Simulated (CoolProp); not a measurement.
Dry air at 293.15 K and 2.51 MPa flows at 0.19 m/s in a round tube of 20 mm bore and 1.5 µm roughness, fully developed (64/Re and Nu = 3.66 if laminar; Colebrook and Gnielinski if turbulent). Each further row changes one setting.

Values from CoolProp's reference Helmholtz-energy equation of state, Lemmon 2000. It is a pseudo-pure fit of the blend.

| case | Reynolds number | Darcy friction factor | pressure drop (Pa/m) | heat-transfer coefficient (W/(m² K)) | mass flow (kg/h) |
|---|---|---|---|---|---|
| as stated | 6140 | 0.0354 | 0.959 | 26.4 | 6.46 |
| velocity 0.38 m/s | 12300 | 0.0294 | 3.19 | 47.3 | 12.9 |
| diameter 40 mm | 12300 | 0.0293 | 0.398 | 23.6 | 25.8 |

Viscosity comes from a separate model (Lemmon 2004). Thermal conductivity comes from a separate model (Lemmon 2004).
